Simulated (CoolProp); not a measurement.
Vapour-liquid equilibrium of R22 (1) + n-pentane (2) at 0.122 MPa; x and y are mole fractions of (1).

Computed with CoolProp (multi-fluid Helmholtz-energy mixture model, Kamei 1995 and Thol 2019; pair parameters Bell 2016).

| x | bubble temperature, mixture model (K) | bubble temperature, Raoult's law (K) | y, mixture model | y, Raoult's law |
|---|---|---|---|---|
| 0.05 | 290.1 | 299.4 | 0.596 | 0.442 |
| 0.15 | 265.0 | 280.3 | 0.876 | 0.767 |
| 0.25 | 254.0 | 268.6 | 0.935 | 0.878 |
| 0.35 | 248.4 | 260.6 | 0.956 | 0.929 |
| 0.45 | 245.3 | 254.6 | 0.966 | 0.956 |
| 0.55 | 243.3 | 249.9 | 0.972 | 0.972 |
| 0.65 | 241.8 | 246.0 | 0.976 | 0.983 |
| 0.75 | 240.5 | 242.7 | 0.981 | 0.990 |
| 0.85 | 239.0 | 239.9 | 0.987 | 0.995 |
| 0.95 | 237.4 | 237.5 | 0.995 | 0.999 |

The largest gap from Raoult's law is -15.3 K in bubble temperature, at x = 0.15. No azeotrope shows between x = 0.05 and 0.95.

Pair parameters are fitted to limited data, so mixtures are less certain than the pure fluids. With so large a gap from Raoult's law the liquid may split in two, which this calculation doesn't test in full.
